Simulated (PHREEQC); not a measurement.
Dissolve 0.0018 mol/kgw NH4HF2, 0.00095 mol/kgw H2SiF6 and 0.002 mol/kgw H3BO3 at 20 °C. Closed to the air; pH follows from the charge balance.

All values are PHREEQC results (ion-association model, phreeqc.dat), not measurements.

**Question.** The ionic strength comes out as 0.00390 mol/kgw. What activity coefficients do HF2-, NH4+, H+, BF2(OH)2-, SiF6-2 get?

**Answer.** HF2- 0.94, NH4+ 0.93, H+ 0.94, BF2(OH)2- 0.94, SiF6-2 0.77.

Precipitation was switched off in this run. The solution is supersaturated, for example in Quartz (slow to form), so a real one may precipitate; this is no full list. Species that the database lacks are ignored. SiF6-2 is the database's only silicon fluoride. Real BF4- forms and hydrolyses slowly; the run takes it at equilibrium.
